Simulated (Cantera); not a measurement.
An adiabatic, constant-volume homogeneous reactor starts with CH4 : O2 : N2 = 1 : 2.35 : 16.9 (molar parts), equivalence ratio 0.85, at 1798 K and 10.0 bar. Integrator tolerance rtol = 1e-08.

Computed with Cantera and GRI-Mech 3.0 (53 species, 325 reactions).

Problem. What does this change do: pressure from 10.0 bar to 2.10 bar?

Solution. 
```csv
quantity,before,after
time of steepest temperature rise,24.4 µs,85.1 µs
temperature at 0.300 s,2834 K,2752 K
equilibrium temperature,2834 K,2752 K
x(CH4) at 0.300 s,<1e-12 (gas-phase equilibrium <1e-12),<1e-12 (gas-phase equilibrium <1e-12)
x(O2) at 0.300 s,0.0168 (gas-phase equilibrium 0.0168),0.0191 (gas-phase equilibrium 0.0191)
x(C2H4) at 0.300 s,<1e-12 (gas-phase equilibrium <1e-12),<1e-12 (gas-phase equilibrium <1e-12)
x(CH2) at 0.300 s,<1e-12 (gas-phase equilibrium <1e-12),<1e-12 (gas-phase equilibrium <1e-12)
x(H2) at 0.300 s,0.00424 (gas-phase equilibrium 0.00424),0.00609 (gas-phase equilibrium 0.00609)
x(HCO) at 0.300 s,2.74e-8 (gas-phase equilibrium 2.74e-8),1.59e-8 (gas-phase equilibrium 1.59e-8)
x(CH2CO) at 0.300 s,<1e-12 (gas-phase equilibrium <1e-12),<1e-12 (gas-phase equilibrium <1e-12)
```

Problem. What does this change do: N2 16.9 to 8 parts?

Solution. 
| quantity | before | after |
|---|---|---|
| time of steepest temperature rise | 24.4 µs | 14.0 µs |
| temperature at 0.300 s | 2834 K | 3180 K |
| equilibrium temperature | 2834 K | 3180 K |
| x(CH4) at 0.300 s | <1e-12 (gas-phase equilibrium <1e-12) | <1e-12 (gas-phase equilibrium <1e-12) |
| x(O2) at 0.300 s | 0.0168 (gas-phase equilibrium 0.0168) | 0.0344 (gas-phase equilibrium 0.0344) |
| x(C2H4) at 0.300 s | <1e-12 (gas-phase equilibrium <1e-12) | <1e-12 (gas-phase equilibrium <1e-12) |
| x(CH2) at 0.300 s | <1e-12 (gas-phase equilibrium <1e-12) | <1e-12 (gas-phase equilibrium <1e-12) |
| x(H2) at 0.300 s | 0.00424 (gas-phase equilibrium 0.00424) | 0.0138 (gas-phase equilibrium 0.0138) |
| x(HCO) at 0.300 s | 2.74e-8 (gas-phase equilibrium 2.74e-8) | 3.20e-7 (gas-phase equilibrium 3.20e-7) |
| x(CH2CO) at 0.300 s | <1e-12 (gas-phase equilibrium <1e-12) | <1e-12 (gas-phase equilibrium <1e-12) |
Above 3000 K some thermodynamic fits are extrapolated.

Problem. What does this change do: pressure from 10.0 bar to 1.00 bar?

Solution. 
| quantity | before | after |
|---|---|---|
| time of steepest temperature rise | 24.4 µs | 0.163 ms |
| temperature at 0.300 s | 2834 K | 2708 K |
| equilibrium temperature | 2834 K | 2708 K |
| x(CH4) at 0.300 s | <1e-12 (gas-phase equilibrium <1e-12) | <1e-12 (gas-phase equilibrium <1e-12) |
| x(O2) at 0.300 s | 0.0168 (gas-phase equilibrium 0.0168) | 0.0201 (gas-phase equilibrium 0.0201) |
| x(C2H4) at 0.300 s | <1e-12 (gas-phase equilibrium <1e-12) | <1e-12 (gas-phase equilibrium <1e-12) |
| x(CH2) at 0.300 s | <1e-12 (gas-phase equilibrium <1e-12) | <1e-12 (gas-phase equilibrium <1e-12) |
| x(H2) at 0.300 s | 0.00424 (gas-phase equilibrium 0.00424) | 0.00705 (gas-phase equilibrium 0.00705) |
| x(HCO) at 0.300 s | 2.74e-8 (gas-phase equilibrium 2.74e-8) | 1.17e-8 (gas-phase equilibrium 1.17e-8) |
| x(CH2CO) at 0.300 s | <1e-12 (gas-phase equilibrium <1e-12) | <1e-12 (gas-phase equilibrium <1e-12) |
